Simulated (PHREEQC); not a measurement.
KBr is added in steps, without added water, to 1 kg of water holding 0.0047 mol/kgw NiSO4, 4.2e-05 mol/kgw CuCl2, 0.002 mol/kgw NaF and 0.031 mol/kgw Na2SO4, at 25 °C. O2 is buffered at 0.21 atm. The system is closed to CO2. Only these solids could form: Cu(OH)2, Brochantite, Antlerite, Atacamite, Ni(OH)2, Ni4(OH)6SO4, Halite, Mirabilite, Chalcanthite, Morenosite, CuF2:2H2O.

Base run: PHREEQC, ion-association model, wateq4f.dat. Each further column changes one thing. The table gives pH.

```tsv
KBr added (mol)	base	Davies equation for every ion	all activity coefficients set to 1	Debye-Hückel limiting law	metal-ligand complexes left out
0	6.26	6.27	6.28	6.34	6.08
0.012	6.26	6.28	6.27	6.34	6.09
0.024	6.26	6.28	6.26	6.35	6.10
0.036	6.27	6.28	6.25	6.35	6.11
0.048	6.27	6.28	6.25	6.36	6.12
0.06	6.27	6.28	6.24	6.36	6.13
0.072	6.27	6.28	6.23	6.37	6.14
0.084	6.27	6.29	6.23	6.38	6.14
0.096	6.28	6.29	6.22	6.38	6.15
```
